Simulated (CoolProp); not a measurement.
A single-stage vapour-compression cycle with ethanol: evaporating at 321.15 K (dew point), condensing at 370.15 K (bubble point), superheat 5 K, subcooling 8 K, compressor efficiency 0.8, no pressure losses. Each further row changes one setting.

The numbers come from the reference Helmholtz-energy equation of state, Schroeder 2014 in CoolProp.

```json
[
 {"case": "as stated", "cooling COP": "4.77", "pressure ratio": "7.57", "discharge temperature (K)": "427.3", "refrigerating effect (kJ/kg)": "785", "volumetric capacity (kJ/m³)": "360"},
 {"case": "evaporating temperature 326.15 K", "cooling COP": "5.47", "pressure ratio": "5.96", "discharge temperature (K)": "420.7", "refrigerating effect (kJ/kg)": "792", "volumetric capacity (kJ/m³)": "456"},
 {"case": "condensing temperature 365.15 K", "cooling COP": "5.38", "pressure ratio": "6.34", "discharge temperature (K)": "418.2", "refrigerating effect (kJ/kg)": "800", "volumetric capacity (kJ/m³)": "367"},
 {"case": "subcooling 13 K", "cooling COP": "4.86", "pressure ratio": "7.57", "discharge temperature (K)": "427.3", "refrigerating effect (kJ/kg)": "800", "volumetric capacity (kJ/m³)": "367"},
 {"case": "superheat 15 K", "cooling COP": "4.73", "pressure ratio": "7.57", "discharge temperature (K)": "437.9", "refrigerating effect (kJ/kg)": "801", "volumetric capacity (kJ/m³)": "356"},
 {"case": "compressor efficiency 0.7", "cooling COP": "4.18", "pressure ratio": "7.57", "discharge temperature (K)": "439.3", "refrigerating effect (kJ/kg)": "785", "volumetric capacity (kJ/m³)": "360"}
]
```
